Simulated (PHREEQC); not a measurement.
## Buffer: speciation

Solution (20 °C): 150 mmol/kgw KHCO3 and 27 mmol/kgw Na2HPO4. Closed to the air; pH follows from the charge balance.

All values are PHREEQC results (ion-association model, phreeqc.dat), not measurements.

```json
{
  "pH": "8.17",
  "ionic_strength": "0.224 mol/kgw",
  "activity_of_water": "0.994",
  "specific_conductance": "15300 µS/cm",
  "density": "1.012 g/cm³",
  "total_alkalinity": "177 meq/kg"
}
```

| species | molality | activity | log γ |
|---|---|---|---|
| K+ | 0.148 | 0.104 | -0.152 |
| HCO3- | 0.143 | 0.106 | -0.130 |
| Na+ | 0.0507 | 0.0377 | -0.128 |
| HPO4-2 | 0.0234 | 0.00677 | -0.540 |
| NaHCO3 | 0.00220 | 0.00232 | 0.022 |
| CO3-2 | 0.00219 | 0.000660 | -0.521 |
| KHPO4- | 0.00186 | 0.00138 | -0.130 |
| CO2 | 0.00166 | 0.00175 | 0.022 |
| H2PO4- | 0.00103 | 0.000760 | -0.130 |
| NaHPO4- | 0.000671 | 0.000497 | -0.130 |
| NaCO3- | 0.000482 | 0.000358 | -0.129 |
| PO4-3 | 8.70e-6 | 4.06e-7 | -1.330 |
| OH- | 1.43e-6 | 1.00e-6 | -0.155 |
| (CO2)2 | 4.49e-8 | 4.73e-8 | 0.022 |
| H+ | 8.53e-9 | 6.78e-9 | -0.100 |

This is a speciation only: nothing precipitates in the calculation.
